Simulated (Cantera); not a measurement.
# Thermal oxidation and active oxidation of silicon: Si + O₂ + N₂

Input: 1 mol Si, 0.39 mol O₂, 580 mol N₂, at 1150 K.

Equilibrium computed with Cantera from the NASA thermochemical tables; the gas is ideal and each condensed phase is pure. Candidate condensed phases: Si, SiO₂, Si₂N₂O, Si₃N₄; 16 gas species. N₂ is the only nitrogen source here; it is nearly inert below about 1500 K, so the nitride shown seldom forms there in practice. Mutual solubility and eutectic melting of coexisting phases are not modelled. The tables hold silica as quartz up to 1696 K and as liquid above; real silica turns to tridymite and cristobalite and melts near 1996 K. Kinetics and transport are ignored.

```csv
P (Pa),log p N₂,log p SiO,n Si₂N₂O(s),n SiO₂(β-quartz)
0.100,-6.00,-9.02,0.220,0
0.750,-5.12,-9.29,0.394,0.174
5.60,-4.25,-9.59,0.406,0.186
42,-3.38,-9.88,0.407,0.187
320,-2.49,-10.17,0.407,0.187
2400,-1.62,-10.46,0.407,0.187
18000,-0.74,-10.75,0.407,0.187
130000,0.11,-11.04,0.407,0.187
1000000,1.00,<-11,0.407,0.187
```
log p: log10 of the partial pressure in bar; n: condensed amount in mol.

At 0.100 Pa the condensed part is Si₂N₂O(s). From 0.750 Pa to 10.0 bar the condensed part is SiO₂(β-quartz) + Si₂N₂O(s).
